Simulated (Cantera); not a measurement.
Input: 1 mol AlCl3, 1.6 mol N2O, 6.1 mol H2, held at 0.0520 bar.

Cantera equilibrium calculation (NASA polynomials, part measured and part estimated; ideal gas, pure solids and liquids). Candidate condensed phases: Al, AlCl3, AlN, Al2O3, H2O, NH4Cl; 45 gas species. The tables' values for AlCl2, AlOH are old estimates; treat these amounts as uncertain. Condensed phases not in the tables: AlOCl. Rates play no part.

x: gas mole fraction; n: condensed amount in mol.

```json
[
 {"T (K)": "898", "x H2": "0.489", "x HCl": "0.326", "x N2": "0.174", "x H2O": "0.0109", "x H": "3.36e-10", "x Cl": "(withheld)", "x AlCl": "<1e-12", "n Al2O3(s)": "0.500"},
 {"T (K)": "998", "x H2": "0.489", "x HCl": "0.326", "x N2": "0.174", "x H2O": "0.0109", "x H": "6.60e-9", "x Cl": "(withheld)", "x AlCl": "<1e-12", "n Al2O3(s)": "0.500"},
 {"T (K)": "1098", "x H2": "0.489", "x HCl": "0.326", "x N2": "0.174", "x H2O": "0.0109", "x H": "7.59e-8", "x Cl": "(withheld)", "x AlCl": "<1e-12", "n Al2O3(s)": "0.500"},
 {"T (K)": "1198", "x H2": "0.489", "x HCl": "0.326", "x N2": "0.174", "x H2O": "0.0109", "x H": "5.83e-7", "x Cl": "(withheld)", "x AlCl": "2.42e-12", "n Al2O3(s)": "0.500"},
 {"T (K)": "1298", "x H2": "0.489", "x HCl": "0.326", "x N2": "0.174", "x H2O": "0.0109", "x H": "3.29e-6", "x Cl": "(withheld)", "x AlCl": "1.10e-10", "n Al2O3(s)": "0.500"},
 {"T (K)": "1398", "x H2": "0.489", "x HCl": "0.326", "x N2": "0.174", "x H2O": "0.0109", "x H": "1.45e-5", "x Cl": "(withheld)", "x AlCl": "2.87e-9", "n Al2O3(s)": "0.500"},
 {"T (K)": "1498", "x H2": "0.489", "x HCl": "0.326", "x N2": "0.174", "x H2O": "0.0109", "x H": "5.27e-5", "x Cl": "(withheld)", "x AlCl": "4.75e-8", "n Al2O3(s)": "0.500"},
 {"T (K)": "1598", "x H2": "0.489", "x HCl": "0.326", "x N2": "0.174", "x H2O": "0.0109", "x H": "0.000163", "x Cl": "(withheld)", "x AlCl": "5.46e-7", "n Al2O3(s)": "0.500"},
 {"T (K)": "1698", "x H2": "0.489", "x HCl": "0.326", "x N2": "0.174", "x H2O": "0.0110", "x H": "0.000443", "x Cl": "(withheld)", "x AlCl": "4.63e-6", "n Al2O3(s)": "0.500"},
 {"T (K)": "1798", "x H2": "0.488", "x HCl": "0.325", "x N2": "0.174", "x H2O": "0.0111", "x H": "0.00108", "x Cl": "(withheld)", "x AlCl": "3.03e-5", "n Al2O3(s)": "0.499"},
 {"T (K)": "1898", "x H2": "0.487", "x HCl": "0.323", "x N2": "0.174", "x H2O": "0.0115", "x H": "0.00239", "x Cl": "(withheld)", "x AlCl": "0.000155", "n Al2O3(s)": "0.498"},
 {"T (K)": "1998", "x H2": "0.485", "x HCl": "0.321", "x N2": "0.173", "x H2O": "0.0125", "x H": "0.00490", "x Cl": "(withheld)", "x AlCl": "0.000614", "n Al2O3(s)": "0.495"},
 {"T (K)": "2098", "x H2": "0.481", "x HCl": "0.315", "x N2": "0.173", "x H2O": "0.0148", "x H": "0.00936", "x Cl": "(withheld)", "x AlCl": "0.00183", "n Al2O3(s)": "0.487"},
 {"T (K)": "2198", "x H2": "0.473", "x HCl": "0.307", "x N2": "0.171", "x H2O": "0.0187", "x H": "0.0168", "x Cl": "(withheld)", "x AlCl": "0.00420", "n Al2O3(s)": "0.474"}
]
```

Q: What belongs in the gaps?

A: 
- 898, x Cl: 2.19e-10
- 998, x Cl: 4.10e-9
- 1098, x Cl: 4.53e-8
- 1198, x Cl: 3.37e-7
- 1298, x Cl: 1.85e-6
- 1398, x Cl: 7.97e-6
- 1498, x Cl: 2.83e-5
- 1598, x Cl: 8.61e-5
- 1698, x Cl: 0.000230
- 1798, x Cl: 0.000550
- 1898, x Cl: 0.00120
- 1998, x Cl: 0.00241
- 2098, x Cl: 0.00452
- 2198, x Cl: 0.00792
